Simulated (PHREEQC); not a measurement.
Dissolve 110 mmol/kgw HCl, 9.3 mmol/kgw FeCl2 and 0.032 mmol/kgw Fe2(SO4)3 at 25 °C. Closed to the air; pH follows from the charge balance.

The numbers come from PHREEQC with the ion-association model, phreeqc.dat.

Each row changes one thing in this solution. No solid was allowed to form.

```json
[
 {"case": "as made", "pH": "1.05", "HSO4- (mol/kgw)": "7.07e-5", "FeCl+2 (mol/kgw)": "3.21e-5", "Fe+3 (mol/kgw)": "2.45e-5", "SO4-2 (mol/kgw)": "1.86e-5", "FeCl2+ (mol/kgw)": "6.06e-6", "SI of Hematite (Fe2O3)": "-0.55", "SI of Goethite (FeOOH)": "-1.28"},
 {"case": "temperature from 25 to 35 °C", "pH": "1.05", "HSO4- (mol/kgw)": "7.37e-5", "FeCl+2 (mol/kgw)": "3.65e-5", "Fe+3 (mol/kgw)": "2.08e-5", "SO4-2 (mol/kgw)": "1.57e-5", "FeCl2+ (mol/kgw)": "4.98e-6", "SI of Hematite (Fe2O3)": "+0.03", "SI of Goethite (FeOOH)": "-1.01"},
 {"case": "temperature from 25 to 65 °C", "pH": "1.05", "HSO4- (mol/kgw)": "8.17e-5", "FeCl+2 (mol/kgw)": "4.57e-5", "Fe+3 (mol/kgw)": "1.23e-5", "SO4-2 (mol/kgw)": "8.56e-6", "FeCl2+ (mol/kgw)": "2.60e-6", "SI of Hematite (Fe2O3)": "+1.45", "SI of Goethite (FeOOH)": "-0.36"},
 {"case": "HCl from 0.11 to 0.121 mol/kgw", "pH": "1.01", "HSO4- (mol/kgw)": "7.21e-5", "FeCl+2 (mol/kgw)": "3.28e-5", "Fe+3 (mol/kgw)": "2.35e-5", "SO4-2 (mol/kgw)": "1.77e-5", "FeCl2+ (mol/kgw)": "6.55e-6", "SI of Hematite (Fe2O3)": "-0.85", "SI of Goethite (FeOOH)": "-1.43"},
 {"case": "diluted 5-fold with water", "pH": "1.72", "HSO4- (mol/kgw)": "9.84e-6", "FeCl+2 (mol/kgw)": "2.98e-6", "Fe+3 (mol/kgw)": "7.95e-6", "SO4-2 (mol/kgw)": "8.29e-6", "FeCl2+ (mol/kgw)": "1.84e-7", "SI of Hematite (Fe2O3)": "+3.07", "SI of Goethite (FeOOH)": "+0.53"},
 {"case": "diluted 100-fold with water", "pH": "2.98", "HSO4- (mol/kgw)": "7.91e-8", "FeCl+2 (mol/kgw)": "2.64e-9", "Fe+3 (mol/kgw)": "8.55e-8", "SO4-2 (mol/kgw)": "8.70e-7", "FeCl2+ (mol/kgw)": "1.28e-11", "SI of Hematite (Fe2O3)": "+7.42", "SI of Goethite (FeOOH)": "+2.70"},
 {"case": "FeCl2 left out", "pH": "1.04", "HSO4- (mol/kgw)": "7.66e-5", "FeCl+2 (mol/kgw)": "3.08e-5", "Fe+3 (mol/kgw)": "2.62e-5", "SO4-2 (mol/kgw)": "1.88e-5", "FeCl2+ (mol/kgw)": "5.40e-6", "SI of Hematite (Fe2O3)": "-0.43", "SI of Goethite (FeOOH)": "-1.22"},
 {"case": "HCl from 0.11 to 0.022 mol/kgw", "pH": "1.73", "HSO4- (mol/kgw)": "3.95e-5", "FeCl+2 (mol/kgw)": "1.83e-5", "Fe+3 (mol/kgw)": "3.55e-5", "SO4-2 (mol/kgw)": "3.85e-5", "FeCl2+ (mol/kgw)": "1.51e-6", "SI of Hematite (Fe2O3)": "+4.23", "SI of Goethite (FeOOH)": "+1.11"}
]
```

Some of these states are supersaturated (in Hematite (slow to form), Goethite (slow to form), for instance). Constants without temperature data keep their 25 °C values here.
